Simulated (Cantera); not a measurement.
A closed system holds: 1 mol Cu, 0.4 mol H2O, 7.5 mol H2, equilibrated at 2073 K.

Method: chemical equilibrium by Gibbs-energy minimisation in Cantera with the NASA 1993 tables (ideal gas, pure condensed phases). Candidate condensed phases: Cu, CuO, Cu(OH)2, Cu2O, H2O; 12 gas species. Rates play no part.

Which condensed phases are stable at each of these points (P (Pa)): 10, 82, 670, 5500, 45000, 370000, 3000000?


```csv
P (Pa),condensed phases,Cu condensed (%)
10,gas only,0.0
82,gas only,0.0
670,gas only,0.0
5500,gas only,0.0
45000,Cu(l),85.0
370000,Cu(l),98.2
3000000,Cu(l),99.8
```

From 10.0 Pa to 55.0 mbar nothing is condensed. From 0.450 bar to 30.0 bar the condensed part is Cu(l).
